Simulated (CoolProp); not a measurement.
Properties of dry air along the isotherm 97.8 K.

Computed with CoolProp (reference Helmholtz-energy equation of state, Lemmon 2000). It is a pseudo-pure fit of the blend.

```tsv
p (MPa)	phase	Z	isothermal compressibility (1/MPa)	viscosity (µPa s)	conductivity (mW/(m K))	fugacity coefficient
4.73	liquid	0.2110	0.004820	102	114	0.1194
9.46	liquid	0.4133	0.003968	[?]	120	0.07357
14.2	liquid	0.6097	0.003396	119	[?]	0.06018
18.9	liquid	0.7995	0.002987	128	131	0.05524
23.7	liquid	0.9890	0.002669	136	135	0.05389
28.4	liquid	1.171	0.002423	144	139	0.05465
33.1	liquid	1.350	0.002224	152	143	0.05686
37.9	liquid	1.530	0.002054	160	147	[?]
```

Problem. What belongs in the gaps?

Solution. 
- 9.46, viscosity (µPa s): 111
- 14.2, conductivity (mW/(m K)): 126
- 37.9, fugacity coefficient: 0.06034

Viscosity comes from a separate model (Lemmon 2004). Thermal conductivity comes from a separate model (Lemmon 2004).
